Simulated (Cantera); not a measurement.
A Cantera script and its output.

```python
import numpy as np
import cantera as ct

gas = ct.Solution("gri30.yaml")
gas.TPX = 1225, 101325, {'CH4': 1, 'H2': 0.24, 'O2': 1.01, 'N2': 6.16}
reactor = ct.IdealGasReactor(gas, energy="on", clone=False)
net = ct.ReactorNet([reactor])
net.rtol, net.atol = 1e-08, 1e-16
show = ['CH4', 'H2', 'O2', 'HO2', 'CH2CO']
times = np.geomspace(2e-06, 0.6, 13)

steps = ct.SolutionArray(gas, extra=["t"])
rows = []
print(f"{'t/s':>10s}{'T/K':>9s}{'P/Pa':>11s}" + "".join(f"{s:>11s}" for s in show))
for t in times:
    while net.time < t:
        t_next = net.step()
        steps.append(gas.state, t=t_next)
    rows.append([np.interp(t, steps.t, y) for y in (steps.T, steps.P, *steps(*show).X.T)])
    print(f"{t:10.3e}{rows[-1][0]:9.1f}{rows[-1][1]:11.4g}" + "".join(f"{x:11.3e}" for x in rows[-1][2:]))
rate = np.gradient(steps.T, steps.t)
print("integrator steps:", len(steps.t))
if steps.T.max() > steps.T[0] + 200:
    print(f"time of steepest temperature rise: {steps.t[rate.argmax()]:.4e} s")
gas.TPX = 1225, 101325, {'CH4': 1, 'H2': 0.24, 'O2': 1.01, 'N2': 6.16}
gas.equilibrate("UV")
print(f"equilibrium (UV): T = {gas.T:.1f} K  " + "  ".join(f"{s} {gas[s].X[0]:.3e}" for s in show))
```

Output:

```
       t/s      T/K       P/Pa        CH4         H2         O2        HO2      CH2CO
 2.000e-06   1225.0  1.013e+05  1.189e-01  2.854e-02  1.201e-01  2.887e-09  2.253e-28
 5.721e-06   1225.0  1.013e+05  1.189e-01  2.854e-02  1.201e-01  8.272e-09  1.728e-25
 1.636e-05   1225.0  1.013e+05  1.189e-01  2.854e-02  1.201e-01  2.361e-08  6.573e-23
 4.681e-05   1225.0  1.013e+05  1.189e-01  2.854e-02  1.201e-01  6.693e-08  1.947e-20
 1.339e-04   1225.0  1.013e+05  1.189e-01  2.854e-02  1.201e-01  1.878e-07  7.398e-18
 3.830e-04   1225.0  1.013e+05  1.189e-01  2.854e-02  1.201e-01  5.513e-07  1.109e-14
 1.095e-03   1225.4  1.014e+05  1.188e-01  2.850e-02  1.200e-01  1.957e-06  4.743e-10
 3.133e-03   1231.9  1.019e+05  1.179e-01  2.825e-02  1.195e-01  4.608e-06  2.170e-07
 8.963e-03   1281.3   1.06e+05  1.111e-01  2.846e-02  1.145e-01  2.447e-05  2.424e-05
 2.564e-02   2290.7  2.121e+05  1.076e-10  1.403e-01  8.726e-07  8.617e-10  8.677e-14
 7.333e-02   2291.3  2.121e+05  9.913e-11  1.403e-01  8.786e-07  8.676e-10  7.965e-14
 2.098e-01   2291.3  2.121e+05  9.865e-11  1.402e-01  8.792e-07  8.682e-10  7.925e-14
 6.000e-01   2291.3  2.121e+05  9.864e-11  1.402e-01  8.792e-07  8.682e-10  7.925e-14
integrator steps: 2390
time of steepest temperature rise: 1.1735e-02 s
equilibrium (UV): T = 2291.3 K  CH4 1.120e-10  H2 1.402e-01  O2 8.792e-07  HO2 8.682e-10  CH2CO 8.934e-14
```

Detailed kinetics in Cantera: GRI-Mech 3.0 (53 species, 325 reactions).
